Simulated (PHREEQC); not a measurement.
A solution holds 0.073 mol/kgw CdCl2, 0.16 mol/kgw KCl and 0.00017 mol/kgw MnSO4, at 55 °C. Closed to the air; pH follows from the charge balance.

Equilibrium calculation in PHREEQC: ion-association model, phreeqc.dat.

Precipitation was switched off in this run.

### Question
Order these S species by the share of S that they hold, largest first: KSO4-, CdSO4, MnSO4, SO4-2.

### Answer
SO4-2 (62 %), KSO4- (28 %), CdSO4 (10 %), MnSO4 (0.18 %)

The pH is 5.37 and the ionic strength 0.224 mol/kgw. Complexes and solids missing from the database can't appear. At this temperature some constants are extrapolated from 25 °C, and those without enthalpy data are left unchanged.
